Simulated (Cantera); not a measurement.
Feed: 1 mol SiHCl3, 38 mol N2, at 10.0 Torr.

These are equilibrium values from Cantera (NASA tables, ideal gas, pure condensed phases), not measurements of a reactor. Candidate condensed phases: NH4Cl, Si, Si3N4; 28 gas species. The tables' values for SiCl3 are old estimates; treat these amounts as uncertain. Rates play no part. All values below are at 1550 K.

Base state: N2 0.952, SiCl2 0.0221, HCl 0.0213, SiCl3 0.00230, H2 0.00186, SiCl4 0.000666, Cl 0.000108, H 1.18e-5 (mole fractions); condensed: gas only.

**Question.** What changes in the equilibrium state with this change: pressure from 10.0 Torr to 66.0 Torr?

**Answer.** 
```tsv
species	before	after
N2	0.952	0.955
HCl	0.0213	0.0221
SiCl2	0.0221	0.0135
SiCl4	0.000666	0.00349
SiHCl3	7.15e-6	3.00e-5
H	1.18e-5	4.17e-6
Cl	0.000108	4.76e-5
SiCl3	0.00230	0.00412
H2	0.00186	0.00154
Si3N4(s), mol	0	0.0532
```
